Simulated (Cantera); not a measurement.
A freely propagating, adiabatic, planar premixed flame of CH₃OH : O₂ : N₂ = 1 : 1.36 : 5.13 (molar parts), equivalence ratio 1.1, unburnt at 323 K and 1.00 bar; mixture-averaged transport, grid criteria slope 0.08 and curve 0.16, no radiation.

Computed with Cantera and GRI-Mech 3.0 (53 species, 325 reactions). GRI-Mech 3.0 was tuned for natural gas; its chemistry of methanol as a main component is partial and can be far from experiment. Burning velocities carry a grid error of a few per cent, more on coarse grids.

### Question
Predict: laminar burning velocity; thermal thickness; peak x(C₂H₂); peak x(H₂); peak x(HCO).

### Answer
```json
{
 "laminar_burning_velocity": "54.3 cm/s",
 "thermal_thickness": "0.303 mm",
 "peak x(C₂H₂)": "7.25e-7",
 "peak x(H₂)": "0.0384",
 "peak x(HCO)": "0.000243"
}
```
